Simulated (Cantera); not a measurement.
Charge: 1 mol FeS2, a varied amount of SO3, 0.81 mol N2, at 1173.15 K and 40000 Pa.

Cantera equilibrium calculation (NASA polynomials, part measured and part estimated; ideal gas, pure solids and liquids). Candidate condensed phases: Fe, FeO, FeS, FeSO4, FeS2, Fe2O3, Fe2(SO4)3, Fe3O4, S; 19 gas species. Mutual solubility and eutectic melting of coexisting phases are not modelled. FeS: taken at fixed stoichiometry. Gases not in the tables: S3 to S7. The numbers say what is thermodynamically allowed, not how fast it happens.

log p: log10 of the partial pressure in bar; n: condensed amount in mol.

```tsv
n(SO3) (mol)	log p SO2	log p N2	log p S2	log p S2O	n FeS(s)	n Fe3O4(s)
0.42	-0.87	-0.75	-1.08	-2.50	1.00	0
0.76	-0.70	-0.84	-1.28	-2.57	1.00	0
1.1	-0.61	-0.92	-1.49	-2.69	1.00	0
1.5	-0.55	-0.99	-1.75	-2.85	0.969	0.0104
1.8	-0.54	-1.04	-1.74	-2.83	?	0.0500
2.1	-0.53	-1.09	-1.72	-2.82	?	0.0895
2.5	-0.51	-1.14	-1.71	-2.81	?	0.142
2.8	-0.51	-1.18	-1.71	-2.80	?	0.182
3.2	-0.50	-1.22	-1.70	-2.79	?	0.235
3.5	-0.49	-1.25	-1.70	-2.78	?	0.274
3.9	-0.49	-1.29	-1.69	-2.78	?	0.327
4.2	-0.48	-1.32	-1.80	-2.85	0	0.333
4.5	-0.47	-1.34	-1.96	-2.97	0	0.333
```

Q: Some entries are withheld; supply them.

A: 
- 1.8, n FeS(s): 0.850
- 2.1, n FeS(s): 0.731
- 2.5, n FeS(s): 0.573
- 2.8, n FeS(s): 0.455
- 3.2, n FeS(s): 0.296
- 3.5, n FeS(s): 0.178
- 3.9, n FeS(s): 0.0197
